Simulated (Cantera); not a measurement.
Input (Python, Cantera) and output of one run.

```python
import numpy as np
import cantera as ct

gas_names = """
    CL CL2 H HCL H2 N NH NH2 NH3 N2 N2H2 N2H4 Si SiCL SiCL2 SiCL3 SiCL4 SiH SiHCL3 SiH2 SiH2CL2 SiH3
    SiH3CL SiH4 SiN Si2 Si2N Si3
""".split()
cond_names = """
    NH4CL(a) NH4CL(b) Si(cr) Si(L) Si3N4(a)
""".split()


def load(file, names, dense=False):
    # The tables refer to 1 bar. Condensed volumes are neglected.
    table = {s.name: s for s in ct.Species.list_from_file(file)}
    out = []
    for n in names:
        d = dict(table[n].input_data)
        d["thermo"] = dict(d["thermo"], **{"reference-pressure": 1e5})
        if dense:
            d["equation-of-state"] = {"model": "constant-volume", "density": "1e6 g/cm^3"}
        out.append(ct.Species.from_dict(d))
    return out


gas = ct.Solution(thermo="ideal-gas", species=load("nasa_gas.yaml", gas_names))
cond = {s.name: ct.Solution(thermo="fixed-stoichiometry", species=[s], name=s.name)
        for s in load("nasa_condensed.yaml", cond_names, dense=True)}
atoms = {
    'Si2Cl6': {'Si': 2, 'CL': 6},
    'NH3': {'N': 1, 'H': 3},
    'N2': {'N': 2},
}
top_T = {'Si3N4(a)': 2400}  # K; cautious upper limits of use, not melting points


def equilibrate(T, P, feed):
    n = {}
    for name, mol in feed.items():
        for a, k in atoms[name].items():
            n[a] = n.get(a, 0.0) + k * mol
    gas.TPX = T, P, n
    mass = sum(n.values()) * gas.mean_molecular_weight
    gas.equilibrate("TP")
    valid = [c for c in cond.values() if c.min_temp <= T <= top_T.get(c.name, c.max_temp)]
    mix = ct.Mixture([(gas, mass / gas.mean_molecular_weight)] + [(c, 0.0) for c in valid])
    mix.T, mix.P = T, P
    mix.equilibrate("TP", solver="vcs", rtol=1e-11, max_steps=5000)
    return mix


results = []
T = 1198.15  # K
P = 120  # Pa
for m in [1.7, 2.2, 2.9, 3.7, 4.7, 6.1, 7.8]:
    feed = {'Si2Cl6': 1, 'NH3': m, 'N2': 14}  # mol
    mix = equilibrate(T, P, feed)
    results.append((T, P, feed, dict(zip(mix.species_names, mix.species_moles))))

top = {s: max(r[3][s] / sum(r[3][g] for g in gas_names) for r in results) for s in gas_names}
cols = sorted((s for s in top if top[s] > 1e-05), key=lambda s: -top[s])[:9]
seen = [c for c in cond_names if any(r[3].get(c, 0) > 1e-12 for r in results)]
print("log10 of partial pressures in bar; condensed amounts in mol")
print(f"{'n(NH3)':>10s}" + "".join(f"{s[:9]:>10s}" for s in cols + seen))
for T, P, feed, n in results:
    ng = sum(n[g] for g in gas_names)
    print(f"{feed['NH3']:10.4g}" + "".join(f"{np.log10(max(n[s] / ng * P / 1e5, 1e-99)):10.3f}" for s in cols)
          + "".join(f"{n.get(c, 0):10.4g}" for c in seen))
```

It prints:

```
log10 of partial pressures in bar; condensed amounts in mol
    n(NH3)        N2        H2       HCL     SiCL4     SiCL3     SiCL2    SiHCL3  Si3N4(a)
       1.7    -3.055    -4.375    -3.622    -4.506    -5.480    -5.508    -6.829    0.4679
       2.2    -3.074    -4.185    -3.576    -4.689    -5.614    -5.593    -6.867    0.5245
       2.9    -3.097    -3.990    -3.549    -4.953    -5.809    -5.717    -6.965    0.5791
       3.7    -3.119    -3.833    -3.547    -5.247    -6.025    -5.857    -7.102    0.6149
       4.7    -3.142    -3.697    -3.564    -5.572    -6.265    -6.012    -7.275    0.6371
       6.1    -3.169    -3.572    -3.599    -5.945    -6.541    -6.189    -7.488    0.6504
       7.8    -3.196    -3.474    -3.644    -6.301    -6.803    -6.358    -7.701     0.657
```

Method: chemical equilibrium by Gibbs-energy minimisation in Cantera with the NASA 1993 tables (ideal gas, pure condensed phases). The feed counts by its element totals alone. The tables' values for SiCl3 are old estimates; treat these amounts as uncertain.
